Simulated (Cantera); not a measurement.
A Cantera script and its output.

```python
import numpy as np
import cantera as ct

gas = ct.Solution("gri30.yaml")


def delay(T, t_max=10):
    gas.TPX = T, 101325, {'CH4': 1, 'O2': 2.11, 'N2': 6.11}
    reactor = ct.IdealGasReactor(gas, clone=False)
    net = ct.ReactorNet([reactor])
    net.rtol, net.atol = 1e-8, 1e-16
    while net.time < t_max:
        t_old, T_old = net.time, reactor.T
        net.step()
        if reactor.T > T + 400:  # ignition: a rise of 400 K
            return t_old + (T + 400 - T_old) / (reactor.T - T_old) * (net.time - t_old)
    return np.nan


taus = []
for T in [1150, 1225, 1300, 1375, 1450]:
    taus.append(delay(T))
    print(f"T0 = {T:6g} K   tau = {taus[-1]:.4e} s")

# d ln(tau) / d ln(k), from doubling and halving each rate constant
T, sens = 1450, []
for i in range(gas.n_reactions):
    gas.set_multiplier(2.0, i)
    up = delay(T)
    gas.set_multiplier(0.5, i)
    down = delay(T)
    gas.set_multiplier(1.0, i)
    sens.append((np.log(up / down) / np.log(4.0), gas.reaction(i).equation))
sens.sort(key=lambda x: -abs(x[0]))
print(f"sensitivities at {T} K")
for s, eq in sens[:10]:
    print(f"{s:8.3f}  {eq}")
```

Result:

```
T0 =   1150 K   tau = 7.0211e-02 s
T0 =   1225 K   tau = 2.3478e-02 s
T0 =   1300 K   tau = 8.5577e-03 s
T0 =   1375 K   tau = 3.3907e-03 s
T0 =   1450 K   tau = 1.4644e-03 s
sensitivities at 1450 K
  -0.470  CH3 + O2 <=> CH3O + O
   0.392  2 CH3 (+M) <=> C2H6 (+M)
  -0.288  H + O2 <=> O + OH
   0.243  CH4 + H <=> CH3 + H2
  -0.218  CH3 + O2 <=> CH2O + OH
  -0.172  CH3 + HO2 <=> CH3O + OH
  -0.137  CH2O + O2 <=> HCO + HO2
  -0.124  CH2O + CH3 <=> CH4 + HCO
  -0.104  CH3O + O2 <=> CH2O + HO2
  -0.103  CH3 + HO2 <=> CH4 + O2
```

Model: GRI-Mech 3.0 (53 species, 325 reactions), integrated in Cantera.
